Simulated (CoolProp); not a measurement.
A closed Brayton cycle with carbon dioxide: compressor inlet 328.15 K and 8.3 MPa, high pressure 20.3 MPa, turbine inlet 935 K, compressor efficiency 0.8, turbine efficiency 0.9, recuperator effectiveness 0.95 (on enthalpy, no pinch check). Each further row changes one setting.

The numbers come from the reference Helmholtz-energy equation of state, Span 1996 in CoolProp.

```
case                           thermal efficiency (%)  net work (kJ/kg)  compressor to turbine work  compressor exit (K)  turbine exit (K)
-----------------------------  ----------------------  ----------------  --------------------------  -------------------  ----------------
as stated                                        37.8              85.8                        0.37                406.2             819.0
turbine inlet 885 K                               [?]              77.9                        0.39                406.2             773.1
compressor inlet 338.15 K                        36.7              80.0                        0.41                421.4             819.0
high pressure 17.3 MPa                           36.8              73.0                        0.35                  [?]             839.2
recuperator effectiveness 0.5                     [?]              85.8                        0.37                406.2             819.0
```

Q: Some entries are withheld; supply them.

A: 
- turbine inlet 885 K, thermal efficiency (%): 36.0
- high pressure 17.3 MPa, compressor exit (K): 391.7
- recuperator effectiveness 0.5, thermal efficiency (%): 19.4
